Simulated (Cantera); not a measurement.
A closed system holds: 1 mol MgO, a varied amount of C, 0.24 mol H₂, equilibrated at 1.33 mbar.

Equilibrium computed with Cantera from the NASA thermochemical tables; the gas is ideal and each condensed phase is pure. Candidate condensed phases: C, C₆H₆, C₇H₈, C₈H₁₈, H₂O, Mg, MgCO₃, MgO, Mg(OH)₂; 116 gas species. Kinetics and transport are ignored.

Q: What condenses at these points (T in °C, n(C) in mol): (2052, 0.31); (1977, 0.27); (2277, 0.12); (2127, 0.59); (2427, 0.81)?

A: 
```
T (°C)  n(C) in mol  condensed phases  Mg condensed (%)
------  -----------  ----------------  ----------------
2052           0.31               MgO              46.5
1977           0.27               MgO              60.8
2277           0.12          gas only               0.0
2127           0.59          gas only               0.0
2427           0.81          gas only               0.0
```
